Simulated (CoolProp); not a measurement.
A simple Rankine cycle with cis-2-butene: condensing at 303.15 K, boiler at 3.69 MPa, turbine inlet 432.1 K, turbine efficiency 0.9, pump efficiency 0.8, no recuperator. Each further row changes one setting.

The numbers come from the reference Helmholtz-energy equation of state, Lemmon 2005 in CoolProp. It is a short technical equation, of lower accuracy than the large ones.

```csv
case,thermal efficiency (%),net work (kJ/kg),heat in (kJ/kg),turbine exit temperature (K),volume ratio over the turbine
as stated,18.9,94.7,502,315.9,19.0
turbine inlet 452.1 K,19.5,111,570,346.8,16.5
condensing temperature 295.15 K,20.1,104,520,308.1,24.2
boiler pressure 2.58 MPa,17.7,98.4,555,345.8,10.8
turbine efficiency 0.8,16.6,83.4,502,322.8,19.5
```
